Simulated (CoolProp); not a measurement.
A closed Brayton cycle with dry air: compressor inlet 325.15 K and 6.6 MPa, high pressure 20.3 MPa, turbine inlet 740 K, compressor efficiency 0.8, turbine efficiency 0.85, recuperator effectiveness 0.9 (on enthalpy, no pinch check). Each further row changes one setting.

Model: reference Helmholtz-energy equation of state, Lemmon 2000, in CoolProp. It is a pseudo-pure fit of the blend.

```tsv
case	thermal efficiency (%)	net work (kJ/kg)	compressor to turbine work	compressor exit (K)	turbine exit (K)
as stated	11.4	22.5	0.88	479.7	574.8
turbine inlet 690 K	5.5	9.92	[?]	479.7	[?]
compressor inlet 335.15 K	8.8	[?]	0.91	[?]	574.8
high pressure 17.3 MPa	14.6	[?]	0.84	454.6	[?]
recuperator effectiveness 0.5	9.5	22.5	0.88	479.7	574.8
```

**Question.** Some entries are withheld; supply them.

**Answer.** 
- turbine inlet 690 K, compressor to turbine work: 0.94
- turbine inlet 690 K, turbine exit (K): 534.2
- compressor inlet 335.15 K, net work (kJ/kg): 17.2
- compressor inlet 335.15 K, compressor exit (K): 494.2
- high pressure 17.3 MPa, net work (kJ/kg): 26.1
- high pressure 17.3 MPa, turbine exit (K): 595.7
